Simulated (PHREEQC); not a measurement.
A solution holds 0.04 mol/kgw KCl and 0.00011 mol/kgw NaHCO3, at 80 °C. Closed to the air; pH follows from the charge balance.

All values are PHREEQC results (ion-association model, wateq4f.dat), not measurements.

No solid was allowed to form.

Problem. Order these C species by the share of C that they hold, largest first: CO3-2, HCO3-, CO2.

Solution. HCO3- (93 %), CO2 (6.9 %), CO3-2 (0.30 %)

The pH is 7.38 and the ionic strength 0.0401 mol/kgw. Constants without temperature data keep their 25 °C values here.
